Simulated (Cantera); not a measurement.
Input: 1 mol C₂F₆, a varied amount of Si, 1 mol H₂, held at 2898 K and 750 Torr.

Method: chemical equilibrium by Gibbs-energy minimisation in Cantera with the NASA 1993 tables (ideal gas, pure condensed phases). Candidate condensed phases: C, C₆H₆, C₇H₈, C₈H₁₈, Si, SiC; 113 gas species. The feed counts by its element totals alone. The tables' values for SiF₃, C₂F₄ are old estimates; treat these amounts as uncertain. Gases not in the tables: C₂F₆ and larger saturated fluorocarbons. Equilibrium is a limit: real reactors are often held back by kinetics, nucleation or transport.

Task: At 0.13 mol Si, list the 6 most abundant gas species with their mole fractions, and the condensed phases.

Result: HF 0.485, CF₂ 0.270, F 0.163, SiF₄ 0.0311, CF₄ 0.0232, CF 0.0151. Condensed: C(graphite).
